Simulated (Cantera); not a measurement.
What does this Cantera script print?

```python
import numpy as np
import cantera as ct

gas_names = """
    H HO2 H2 H2O H2O2 O OH O2 O3 Pb PbO Pb2
""".split()
cond_names = """
    H2O(s) H2O(L) Pb(cr) Pb(L) PbO(rd) PbO(yw) PbO(L) PbO2(s) Pb3O4(s)
""".split()


# ... load() reads the species with a 1 bar reference pressure and builds the phases ...
atoms = {
    'Pb': {'Pb': 1},
    'O2': {'O': 2},
    'H2': {'H': 2},
}
top_T = {'Pb3O4(s)': 820}  # K; cautious upper limits of use, not melting points


# ... equilibrate(T, P, feed) seeds the gas with the atoms and calls Mixture.equilibrate('TP', solver="vcs", rtol=1e-11, max_steps=5000) ...
results = []
feed = {'Pb': 1, 'O2': 0.26, 'H2': 0.24}  # mol
P = 101325  # Pa
for T in [548, 648, 748, 848, 948, 1048, 1148, 1248, 1348, 1448, 1548]:
    mix = equilibrate(T, P, feed)
    results.append((T, P, feed, dict(zip(mix.species_names, mix.species_moles))))

top = {s: max(r[3][s] / sum(r[3][g] for g in gas_names) for r in results) for s in gas_names}
cols = sorted((s for s in top if top[s] > 1e-06), key=lambda s: -top[s])[:7]
seen = [c for c in cond_names if any(r[3].get(c, 0) > 1e-12 for r in results)]
print("log10 of partial pressures in bar; condensed amounts in mol")
print(f"{'T/K':>10s}" + "".join(f"{s[:9]:>10s}" for s in cols + seen))
for T, P, feed, n in results:
    ng = sum(n[g] for g in gas_names)
    print(f"{T:10.4g}" + "".join(f"{np.log10(max(n[s] / ng * P / 1e5, 1e-99)):10.3f}" for s in cols)
          + "".join(f"{n.get(c, 0):10.4g}" for c in seen))
```

Result:

```
log10 of partial pressures in bar; condensed amounts in mol
       T/K       H2O        Pb       PbO        H2        OH       Pb2        O2    Pb(cr)     Pb(L)   PbO(rd)   PbO(yw)    PbO(L)
       548     0.006   -12.883   -18.663    -4.955   -21.089   -23.920   -31.377      0.72         0      0.28         0         0
       648     0.006   -10.075   -14.476    -4.579   -17.100   -19.172   -24.930         0      0.72      0.28         0         0
       748     0.006    -8.058   -11.430    -4.313   -14.165   -15.775   -20.169         0      0.72      0.28         0         0
       848     0.006    -6.524    -9.120    -4.094   -11.925   -13.198   -16.548         0      0.72         0      0.28         0
       948     0.006    -5.320    -7.310    -3.911   -10.159   -11.178   -13.703         0      0.72         0      0.28         0
      1048     0.006    -4.350    -5.856    -3.754    -8.731    -9.555   -11.412         0    0.7199         0      0.28         0
      1148     0.005    -3.553    -4.664    -3.616    -7.555    -8.223    -9.530         0    0.7199         0    0.2801         0
      1248     0.005    -2.886    -3.755    -3.412    -6.611    -7.111    -8.125         0    0.7196         0         0    0.2801
      1348     0.003    -2.321    -2.998    -3.223    -5.815    -6.169    -6.958         0    0.7187         0         0    0.2799
      1448    -0.003    -1.836    -2.353    -3.058    -5.133    -5.363    -5.962         0    0.7163         0         0    0.2791
      1548    -0.019    -1.415    -1.798    -2.920    -4.547    -4.665    -5.103         0    0.7101         0         0    0.2763
```

Method: chemical equilibrium by Gibbs-energy minimisation in Cantera with the NASA 1993 tables (ideal gas, pure condensed phases). Each liquid is taken as pure. Mutual solubility and eutectic melting of coexisting phases are not modelled. Gases not in the tables: (PbO)n polymers.
